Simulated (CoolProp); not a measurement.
Vapour-liquid equilibrium of R125 (1) + isobutane (2) at 221.8 K; x and y are mole fractions of (1).

Model: multi-fluid Helmholtz-energy mixture model, Lemmon 2005 and Bücker 2006; pair parameters Bell 2016, in CoolProp.

Q: Give the bubble pressure and the first vapour's composition at x = 0.05, 0.2, 0.95. Is there an azeotrope?

A: x = 0.05: 34.30 kPa, y = 0.563; x = 0.2: 69.23 kPa, y = 0.805; x = 0.95: 87.88 kPa, y = 0.938. y crosses x between x = 0.8 and 0.95: the model has an azeotrope there.

Pair parameters are fitted to limited data, so mixtures are less certain than the pure fluids. With so large a gap from Raoult's law the liquid may split in two, which this calculation doesn't test in full.
